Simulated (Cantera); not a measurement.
Feed: 1 mol AlCl3, 1.8 mol N2O, 11 mol H2, equilibrated at 2.10 Torr.

These are equilibrium values from Cantera (NASA tables, ideal gas, pure condensed phases), not measurements of a reactor. Candidate condensed phases: Al, AlCl3, AlN, Al2O3, H2O, NH4Cl; 45 gas species. Condensed phases not in the tables: AlOCl. Equilibrium is a limit: real reactors are often held back by kinetics, nucleation or transport. All values below are at 900 K.

Base state: H2 0.643, HCl 0.210, N2 0.126, H2O 0.0210 (mole fractions); condensed: Al2O3(s).

Problem. What changes in the equilibrium state with this change: N2O from 1.8 to 47 mol?

Solution. 
```tsv
species	before	after
N2	0.126	0.607
O2	<1e-9	0.232
H2O	0.0210	0.123
H2	0.643	<1e-9
HCl	0.210	0.0382
Cl2	<1e-9	0.000226
Cl	<1e-9	2.10e-5
Al2O3(s), mol	0.500	0.500
```
